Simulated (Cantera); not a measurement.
## Equilibrium for abatement and gas-phase synthesis: SO2 + H2 + N2

Feed: 1 mol SO2, 1.6 mol H2, 1 mol N2, equilibrated at 0.220 bar.

Cantera equilibrium calculation (NASA polynomials, part measured and part estimated; ideal gas, pure solids and liquids). Candidate condensed phases: H2O, H2SO4, S; 60 gas species. Ions and electrons are included (thermal ionisation). Kinetics and transport are ignored.

```tsv
T (K)	log p H	log p O	log p N2	log p H2	log p H2O	log p S	log p SO	log p SO2	log p OH	log p N	log p O2	log p NO
3000	-1.53	-2.33	-1.27	-1.46	-1.50	-2.09	-1.59	-1.78	-2.05	-5.49	-2.78	-2.95
3500	-1.13	-1.52	-1.41	-1.81	-2.30	-1.75	-1.77	-2.53	-1.96	-4.36	-2.42	-2.62
4000	-1.03	-1.28	-1.50	-2.47	-3.67	-1.57	-2.35	-3.91	-2.47	-3.50	-2.91	-2.74
4500	-1.02	-1.23	-1.53	-3.11	-5.00	-1.53	-3.04	-5.38	-3.06	-2.81	-3.56	-2.95
5000	-1.02	-1.23	-1.56	-3.65	-6.13	-1.52	-3.66	-6.64	-3.59	-2.26	-4.14	-3.16
```
log p: log10 of the partial pressure in bar; nothing condenses.

From 3000 K to 5000 K nothing is condensed.
